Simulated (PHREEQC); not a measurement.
**Copper plating or etch bath (model solution)**

Make-up at 25 °C and 300 atm: 13 mmol/kgw CuCl2, 10 mmol/kgw H2SO4 and 110 mmol/kgw Na2SO4. Closed to the air; pH follows from the charge balance.

Equilibrium calculation in PHREEQC: ion-association model, phreeqc.dat.

Each row changes one thing in this solution. Precipitation was switched off in this run.

| case | pH | ionic strength (mol/kgw) | Na+ (mol/kgw) | SO4-2 (mol/kgw) | NaSO4- (mol/kgw) | HSO4- (mol/kgw) | SI of Halite (NaCl) |
|---|---|---|---|---|---|---|---|
| as made | 2.21 | 0.309 | 0.200 | 0.0813 | 0.0204 | 0.0122 | -4.20 |
| Na2SO4 from 0.11 to 0.121 mol/kgw | 2.23 | 0.335 | 0.218 | 0.0887 | 0.0237 | 0.0125 | -4.17 |
| CuCl2 from 0.013 to 0.026 mol/kgw | 2.20 | 0.329 | ? | 0.0776 | 0.0192 | 0.0119 | ? |
| diluted 2-fold with water | 2.41 | 0.163 | 0.103 | 0.0447 | 0.00729 | 0.00521 | -4.74 |

Q: Complete the blanks.

A: 
- CuCl2 from 0.013 to 0.026 mol/kgw, Na+ (mol/kgw): 0.201
- CuCl2 from 0.013 to 0.026 mol/kgw, SI of Halite (NaCl): -3.90

Under pressure, the constants of complexes without a molar volume in the database are unreliable.
